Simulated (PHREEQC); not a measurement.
Synthetic water in mg/kgw, 50 °C, pH 6.82, pe 0.4: Na 168; K 0.0407; Ca 48.5; Mg 31.6; Cl 243; S(6) as SO4 42; Alkalinity as HCO3 264; Br 2.92.

Na is adjusted to close the charge balance.
Valence states are taken as typed.

The numbers come from PHREEQC with the ion-association model, phreeqc.dat.

No solid was allowed to form.

What specific conductance does the model give?

specific conductance 2020 µS/cm.

In which forms is Ca present?

Ca+2 93 %, CaHCO3+ 3.9 %, CaSO4 2.5 % of the Ca.

Species that the database lacks are ignored. Constants without temperature data keep their 25 °C values here.
